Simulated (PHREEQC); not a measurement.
## Hard or scaling water: an equilibrium model

A solution holds 65 mmol/kgw CaCl2, 0.023 mmol/kgw CO2 and 4.4 mmol/kgw KCl, at 25 °C. Closed to the air; pH follows from the charge balance.

Computed with PHREEQC (ion-association model, phreeqc.dat).

Each row changes one thing in this solution. Precipitation was switched off in this run.

```tsv
case	pH	CaOH+ (mol/kgw)
as made	5.46	1.35e-9
diluted 10-fold with water	6.09	8.87e-10
0.0007 mol/kgw KF added	5.57	1.73e-9
CO2 left out	6.91	3.77e-8
KCl left out	5.46	1.36e-9
```

Species that the database lacks are ignored. Some of these states are supersaturated (in Fluorite, for instance).
